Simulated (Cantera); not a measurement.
A closed system holds: 1 mol Ti(OiPr)4, 0.43 mol CH4, at 1073 K and 0.0270 bar.

Method: chemical equilibrium by Gibbs-energy minimisation in Cantera with the NASA 1993 tables (ideal gas, pure condensed phases). Candidate condensed phases: C, C6H6, C7H8, C8H18, H2O, Ti, TiC, TiO, TiO2, Ti2O3, Ti3O5, Ti4O7; 113 gas species. The feed counts by its element totals alone. Kinetics and transport are ignored.

Base state: H2 0.880, CO 0.118, CH4 0.000961, H2O 0.000366, CO2 5.32e-5 (mole fractions); condensed: C(graphite) + TiO2(rutile).

What changes in the equilibrium state with this change: temperature from 1073 K to 1448.15 K?


```tsv
species	before	after
H2	0.880	0.788
CO	0.118	0.212
CH4	0.000961	5.59e-5
H	8.00e-8	4.99e-5
CO2	5.32e-5	1.30e-6
C(graphite), mol	10.4	7.43
TiO2(rutile), mol	1.00	0
TiC(s), mol	0	1.00
```
TiC: taken at fixed stoichiometry.
